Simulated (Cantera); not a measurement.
What does this Cantera script print?

```python
import numpy as np
import cantera as ct

gas = ct.Solution("gri30.yaml")
gas.TPX = 1998, 100000, {'CH4': 0.11, 'N2': 11}
reactor = ct.IdealGasConstPressureReactor(gas, energy="off", clone=False)
net = ct.ReactorNet([reactor])
net.rtol, net.atol = 1e-08, 1e-18
show = ['CH4', 'C2H4', 'H', 'C2H', 'CH3', 'C2H6', 'C2H2']
times = np.geomspace(3e-06, 100, 11)

steps = ct.SolutionArray(gas, extra=["t"])
rows = []
print(f"{'t/s':>10s}{'T/K':>9s}{'P/Pa':>11s}" + "".join(f"{s:>11s}" for s in show))
for t in times:
    while net.time < t:
        t_next = net.step()
        steps.append(gas.state, t=t_next)
    rows.append([np.interp(t, steps.t, y) for y in (steps.T, steps.P, *steps(*show).X.T)])
    print(f"{t:10.3e}{rows[-1][0]:9.1f}{rows[-1][1]:11.4g}" + "".join(f"{x:11.3e}" for x in rows[-1][2:]))
rate = np.gradient(steps.T, steps.t)
print("integrator steps:", len(steps.t))
if steps.T.max() > steps.T[0] + 200:
    print(f"time of steepest temperature rise: {steps.t[rate.argmax()]:.4e} s")
gas.TPX = 1998, 100000, {'CH4': 0.11, 'N2': 11}
gas.equilibrate("TP")
print(f"equilibrium (TP): T = {gas.T:.1f} K  " + "  ".join(f"{s} {gas[s].X[0]:.3e}" for s in show))
```

It prints:

```
       t/s      T/K       P/Pa        CH4       C2H4          H        C2H        CH3       C2H6       C2H2
 3.000e-06   1998.0      1e+05  9.883e-03  1.217e-09  5.644e-06  3.832e-17  1.791e-05  6.391e-10  3.794e-12
 1.696e-05   1998.0      1e+05  9.774e-03  4.897e-07  7.140e-06  7.856e-13  1.246e-04  1.177e-07  9.950e-09
 9.587e-05   1998.0      1e+05  9.021e-03  8.767e-05  1.846e-05  5.754e-09  6.575e-04  5.458e-06  1.324e-05
 5.420e-04   1998.0      1e+05  3.352e-03  3.623e-04  1.148e-04  6.252e-07  6.555e-04  5.574e-06  2.538e-03
 3.064e-03   1998.0      1e+05  4.329e-04  6.532e-06  1.684e-04  1.037e-06  1.002e-04  1.236e-07  4.603e-03
 1.732e-02   1998.0      1e+05  4.454e-05  5.487e-07  1.888e-04  1.163e-06  1.135e-05  1.554e-09  4.821e-03
 9.791e-02   1998.0      1e+05  2.119e-06  4.778e-07  1.942e-04  1.193e-06  5.543e-07  4.267e-12  4.833e-03
 5.535e-01   1998.0      1e+05  5.320e-07  4.778e-07  1.952e-04  1.198e-06  1.400e-07  8.183e-13  4.832e-03
 3.129e+00   1998.0      1e+05  4.907e-07  4.771e-07  1.952e-04  1.197e-06  1.292e-07  7.828e-13  4.825e-03
 1.769e+01   1998.0      1e+05  5.772e-07  4.732e-07  1.952e-04  1.187e-06  1.520e-07  8.548e-13  4.785e-03
 1.000e+02   1998.0      1e+05  8.345e-07  4.536e-07  1.952e-04  1.138e-06  2.197e-07  1.132e-12  4.586e-03
integrator steps: 1337
equilibrium (TP): T = 1998.0 K  CH4 3.782e-07  C2H4 1.910e-08  H 1.953e-04  C2H 4.789e-08  CH3 9.960e-08  C2H6 1.422e-13  C2H2 1.931e-04
```

Model: GRI-Mech 3.0 (53 species, 325 reactions), integrated in Cantera. GRI-Mech 3.0 stops at C3 and has no aromatics, soot or wall deposition, so with more carbon than oxygen in the feed, carbon stays in small species such as C2H2 where larger ones or solid carbon would form.
